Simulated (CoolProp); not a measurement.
Nitrogen at 293.15 K and 0.98 MPa is throttled through a valve to 0.29 MPa with no heat exchange. Each further row changes one setting.

The numbers come from the reference Helmholtz-energy equation of state, Span 2000 in CoolProp.

```tsv
case	temperature change (K)	final density (kg/m³)
as stated	-1.5	3.35
outlet pressure 0.087 MPa	-2.0	1.01
outlet pressure 0.377 MPa	-1.3	4.36
```
